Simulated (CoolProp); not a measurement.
The numbers come from the reference Helmholtz-energy equation of state, Lemmon 2003 in CoolProp. It is a pseudo-pure fit of the blend.

Question: For R410A, give the phase and the density (kg/m³), cv (kJ/(kg K)), conductivity (mW/(m K)), fugacity coefficient at 205 K and 0.413 MPa; 205 K and 1.74 MPa.

Answer: 
- 205 K and 0.413 MPa: liquid; density 1400, cv 0.856, conductivity 144, fugacity coefficient 0.0952
- 205 K and 1.74 MPa: liquid; density 1400, cv 0.856, conductivity 145, fugacity coefficient 0.0235

Thermal conductivity comes from a separate model (Geller 2001).
